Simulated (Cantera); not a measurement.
Standard-state values (1 bar) from the NASA 1993 polynomials, evaluated with Cantera. Values are per mole of reaction as written; species without (g) are pure solids or liquids, kept so even where they would boil at 1 bar.

O₂(g) + 2 Ca(OH)₂ ⇌ 2 CaO + 4 OH(g), with ΔH° = 859.4 kJ and ΔS° = 439.4 J/K at 300 K.

### Question
How far is the shortcut ΔG° ≈ ΔH°(300 K) − T·ΔS°(300 K) from the full temperature-dependent value at 448, 498, 548, 598, 648, 698, 748, 798 K?

### Answer
```
T (K)  shortcut (kJ)  full (kJ)  difference (kJ)  difference in log10 K
-----  -------------  ---------  ---------------  ---------------------
448            662.5      662.8             -0.3                   0.03
498            640.6      641.1             -0.5                   0.06
548            618.6      619.5             -0.9                   0.09
598            596.6      598.1             -1.4                   0.13
648            574.6      576.7             -2.1                   0.17
698            552.7      555.5             -2.8                   0.21
748            530.7      534.4             -3.7                   0.26
798            508.7      513.4             -4.6                   0.30
```
The shortcut ignores the heat-capacity change of the reaction.
